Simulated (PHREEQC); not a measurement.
**Nickel, zinc or cadmium bath: speciation**

Dissolve 0.13 mol/kgw CdSO4, 0.13 mol/kgw NaCl and 0.033 mol/kgw HCl at 25 °C. Closed to the air; pH follows from the charge balance.

Computed with PHREEQC (ion-association model, wateq4f.dat).

```
Quantity                   Value
-----------------  -------------
pH                          1.97
ionic strength     0.336 mol/kgw
activity of water          0.993
total alkalinity    -33.0 meq/kg
```

| species | molality | activity | log γ |
|---|---|---|---|
| Na+ | 0.122 | 0.0880 | -0.143 |
| Cl- | 0.0865 | 0.0582 | -0.172 |
| CdCl+ | 0.0564 | 0.0413 | -0.136 |
| SO4-2 | 0.0523 | 0.0126 | -0.619 |
| Cd+2 | 0.0259 | 0.00743 | -0.543 |
| CdSO4 | 0.0249 | 0.0269 | 0.034 |
| HSO4- | 0.0191 | 0.0132 | -0.159 |
| H+ | 0.0139 | 0.0108 | -0.109 |

No solid was allowed to form.
